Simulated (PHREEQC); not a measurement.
Consider water at 20 °C with 0.011 mol/kgw KHCO3 and 0.0013 mol/kgw Na2CO3. Closed to the air; pH follows from the charge balance.

Computed with PHREEQC (ion-association model, phreeqc.dat).

```tsv
quantity	before	after
pH	9.29	9.56
ionic strength (mol/kgw)	0.0148	0.0185
HCO3- (mol/kgw)	0.0110	0.0110
CO2 (mol/kgw)	1.21e-5	6.38e-6
```

Q: Which change was made?
(A) temperature from 20 to 40 °C
(B) Na2CO3 from 0.0013 to 0.0026 mol/kgw
(C) Na2CO3 left out
(D) temperature from 20 to 45 °C
(E) KHCO3 from 0.011 to 0.0022 mol/kgw

A: B, Na2CO3 from 0.0013 to 0.0026 mol/kgw

This is a speciation only: nothing precipitates in the calculation.
